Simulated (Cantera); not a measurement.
An adiabatic, constant-pressure homogeneous reactor starts with CO : H2 : CH4 : O2 : N2 = 1 : 0.037 : 0.076 : 0.559 : 2.1 (molar parts), at 1775 K and 5.72 atm. Integrator tolerance rtol = 1e-08.

Computed with Cantera and GRI-Mech 3.0 (53 species, 325 reactions). Above 3000 K some thermodynamic fits are extrapolated.

| quantity | before | after |
|---|---|---|
| time of steepest temperature rise | 8.09 µs | 6.86 µs |
| temperature at 7.00 s | 3011 K | 3014 K |
| equilibrium temperature | 3011 K | 3014 K |
| x(CO) at 7.00 s | 0.141 (gas-phase equilibrium 0.141) | 0.142 (gas-phase equilibrium 0.142) |
| x(H2) at 7.00 s | 0.00464 (gas-phase equilibrium 0.00464) | 0.00513 (gas-phase equilibrium 0.00513) |
| x(CH4) at 7.00 s | <1e-12 (gas-phase equilibrium <1e-12) | <1e-12 (gas-phase equilibrium <1e-12) |
| x(O) at 7.00 s | 0.00817 (gas-phase equilibrium 0.00817) | 0.00808 (gas-phase equilibrium 0.00808) |
| x(C2H) at 7.00 s | <1e-12 (gas-phase equilibrium <1e-12) | <1e-12 (gas-phase equilibrium <1e-12) |

Problem. Name the change that produced these shifts.
A) H2 0.037 to 0.052 parts
B) pressure from 5.72 atm to 3.36 atm
C) initial temperature 1775 to 1200 K
D) CO 1 to 0.35 parts

Solution. A, H2 0.037 to 0.052 parts
